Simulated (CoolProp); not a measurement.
n-dodecane along the isobar 653 kPa: density (kg/m³) from the reference equation and from simpler models built on Tc = 658.1 K, pc = 1818 kPa, ω = 0.574; each cubic takes its own stable root.

Computed with CoolProp (reference Helmholtz-energy equation of state, Lemmon 2004). It is a short technical equation, of lower accuracy than the large ones.

```
T (K)   phase   reference  Redlich-Kwong  Soave-Redlich-Kwong
-----  ------  ----------  -------------  -------------------
471.5  liquid       611.7          463.0                504.8
485    liquid       599.6          452.2                494.8
498.5  liquid       587.1          440.8                484.0
512    liquid       574.0          428.7                472.4
525.5  liquid       560.2          415.6                459.8
539    liquid       545.6     (withheld)                446.1
552.5  liquid       530.0          386.0                430.9
566    liquid       513.0          30.61                414.0
579.5  liquid       494.3          29.17                394.8
593       gas  (withheld)          27.91                28.83
606.5     gas       28.62          26.80                27.41
620       gas       27.18     (withheld)                26.19
```

### Question
Complete the blanks.

### Answer

- 539, Redlich-Kwong: 401.5
- 593, reference: 30.38
- 620, Redlich-Kwong: 25.81

At some of these states Redlich-Kwong gives the other phase, because its saturation line lies elsewhere.
